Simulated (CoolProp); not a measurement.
Properties of n-perfluoropentane along the isotherm 471.9 K (Tc = 421.0 K, pc = 2.063 MPa, ω = 0.436).

The numbers come from the reference Helmholtz-energy equation of state, Gao 2022 in CoolProp.

```tsv
p (MPa)	phase	density (kg/m³)	cp (kJ/(kg K))	expansivity (1/kK)	fugacity coefficient
0.00979	gas	0.7195	1.022	2.128	0.9989
0.0158	gas	1.162	1.022	2.133	0.9983
0.0255	gas	1.877	1.023	2.141	0.9972
0.0413	gas	3.045	1.023	2.155	0.9955
0.0667	gas	4.932	1.024	2.178	0.9928
0.108	gas	8.023	1.025	2.216	0.9884
0.174	gas	13.02	1.027	2.278	0.9813
0.281	gas	21.29	1.030	2.384	0.9698
0.454	gas	35.10	1.035	2.572	0.9514
0.734	gas	58.77	1.046	2.923	0.9220
1.19	gas	101.4	1.069	3.660	0.8749
1.92	gas	184.2	1.127	5.485	0.8018
3.09	supercritical	376.3	1.330	11.26	0.6921
```
